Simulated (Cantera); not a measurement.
A freely propagating, adiabatic, planar premixed flame of H₂ : O₂ : N₂ : H₂O = 1 : 0.172 : 0.648 : 0.044 (molar parts), unburnt at 500 K and 0.375 atm; mixture-averaged transport, grid criteria slope 0.08 and curve 0.16, no radiation.

Computed with Cantera and the H2/O2 subset of GRI-Mech 3.0, which has no nitrogen chemistry. Burning velocities carry a grid error of a few per cent, more on coarse grids.

### Question
What does this change do: inlet temperature 500 to 598 K?

### Answer
| quantity | before | after |
|---|---|---|
| laminar burning velocity | 503 cm/s | 698 cm/s |
| thermal thickness | 1.56 mm | 1.67 mm |
| peak x(H) | 0.0773 | 0.0873 |
| peak x(HO₂) | 0.000148 | 0.000106 |
| peak x(OH) | 0.00122 | 0.00156 |
